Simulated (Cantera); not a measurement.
Input (Python, Cantera) and output of one run.

```python
import numpy as np
import cantera as ct

gas_names = """
    CL CL2 H HCL H2 Si SiCL SiCL2 SiCL3 SiCL4 SiH SiHCL3 SiH2 SiH2CL2 SiH3 SiH3CL SiH4 Si2 Si3
""".split()
cond_names = """
    Si(cr) Si(L)
""".split()


# ... load() reads the species with a 1 bar reference pressure and builds the phases ...
atoms = {
    'SiCl4': {'Si': 1, 'CL': 4},
    'Cl2': {'CL': 2},
    'H2': {'H': 2},
}
top_T = {}  # K; cautious upper limits of use, not melting points


# ... equilibrate(T, P, feed) seeds the gas with the atoms and calls Mixture.equilibrate('TP', solver="vcs", rtol=1e-11, max_steps=5000) ...
results = []
feed = {'SiCl4': 1, 'Cl2': 0.71, 'H2': 9.9}  # mol
P = 27000  # Pa
for T in [650, 700, 750, 800, 850, 900, 950, 1000, 1050, 1100, 1150, 1200, 1250, 1300]:
    mix = equilibrate(T, P, feed)
    results.append((T, P, feed, dict(zip(mix.species_names, mix.species_moles))))
    x = sorted(zip(gas.X, gas.species_names), reverse=True)
    print(f"T = {T:g} K  P = {P:g} Pa  gas = {mix.phase_moles(0):.4g} mol")
    print("   x: " + "  ".join(f"{s} {v:.3e}" for v, s in x if v > 1e-05))
    print("   condensed (mol): " + ("  ".join(f"{mix.phase(i).name} {mix.phase_moles(i):.4g}"
          for i in range(1, mix.n_phases) if mix.phase_moles(i) > 1e-12) or "none"))
```

Result:

```
T = 650 K  P = 27000 Pa  gas = 11.61 mol
   x: H2 7.915e-01  HCL 1.224e-01  SiCL4 8.609e-02  SiHCL3 4.524e-05
   condensed (mol): none
T = 700 K  P = 27000 Pa  gas = 11.61 mol
   x: H2 7.914e-01  HCL 1.224e-01  SiCL4 8.602e-02  SiHCL3 1.137e-04
   condensed (mol): none
T = 750 K  P = 27000 Pa  gas = 11.61 mol
   x: H2 7.913e-01  HCL 1.226e-01  SiCL4 8.588e-02  SiHCL3 2.510e-04
   condensed (mol): none
T = 800 K  P = 27000 Pa  gas = 11.61 mol
   x: H2 7.911e-01  HCL 1.228e-01  SiCL4 8.563e-02  SiHCL3 4.986e-04
   condensed (mol): none
T = 850 K  P = 27000 Pa  gas = 11.61 mol
   x: H2 7.906e-01  HCL 1.232e-01  SiCL4 8.522e-02  SiHCL3 9.074e-04
   condensed (mol): none
T = 900 K  P = 27000 Pa  gas = 11.61 mol
   x: H2 7.900e-01  HCL 1.239e-01  SiCL4 8.458e-02  SiHCL3 1.532e-03  SiCL3 1.380e-05
   condensed (mol): none
T = 950 K  P = 27000 Pa  gas = 11.61 mol
   x: H2 7.891e-01  HCL 1.248e-01  SiCL4 8.365e-02  SiHCL3 2.426e-03  SiCL3 4.644e-05
   condensed (mol): none
T = 1000 K  P = 27000 Pa  gas = 11.61 mol
   x: H2 7.878e-01  HCL 1.261e-01  SiCL4 8.234e-02  SiHCL3 3.625e-03  SiCL3 1.367e-04  SiH2CL2 1.721e-05
   condensed (mol): none
T = 1050 K  P = 27000 Pa  gas = 11.61 mol
   x: H2 7.860e-01  HCL 1.279e-01  SiCL4 8.055e-02  SiHCL3 5.138e-03  SiCL3 3.578e-04  SiH2CL2 3.736e-05  SiCL2 2.879e-05
   condensed (mol): none
T = 1100 K  P = 27000 Pa  gas = 11.62 mol
   x: H2 7.835e-01  HCL 1.304e-01  SiCL4 7.812e-02  SiHCL3 6.923e-03  SiCL3 8.412e-04  SiCL2 1.261e-04  SiH2CL2 7.353e-05
   condensed (mol): none
T = 1150 K  P = 27000 Pa  gas = 11.63 mol
   x: H2 7.800e-01  HCL 1.340e-01  SiCL4 7.479e-02  SiHCL3 8.843e-03  SiCL3 1.786e-03  SiCL2 4.667e-04  SiH2CL2 1.312e-04
   condensed (mol): none
T = 1200 K  P = 27000 Pa  gas = 11.65 mol
   x: H2 7.748e-01  HCL 1.393e-01  SiCL4 7.015e-02  SiHCL3 1.062e-02  SiCL3 3.419e-03  SiCL2 1.461e-03  SiH2CL2 2.103e-04
   condensed (mol): none
T = 1250 K  P = 27000 Pa  gas = 11.69 mol
   x: H2 7.670e-01  HCL 1.474e-01  SiCL4 6.376e-02  SiHCL3 1.181e-02  SiCL3 5.845e-03  SiCL2 3.836e-03  SiH2CL2 2.975e-04
   condensed (mol): none
T = 1300 K  P = 27000 Pa  gas = 11.76 mol
   x: H2 7.559e-01  HCL 1.591e-01  SiCL4 5.542e-02  SiHCL3 1.200e-02  SiCL3 8.852e-03  SiCL2 8.389e-03  SiH2CL2 3.663e-04
   condensed (mol): none
```

Cantera equilibrium calculation (NASA polynomials, part measured and part estimated; ideal gas, pure solids and liquids). The tables' values for SiCl3 are old estimates; treat these amounts as uncertain.
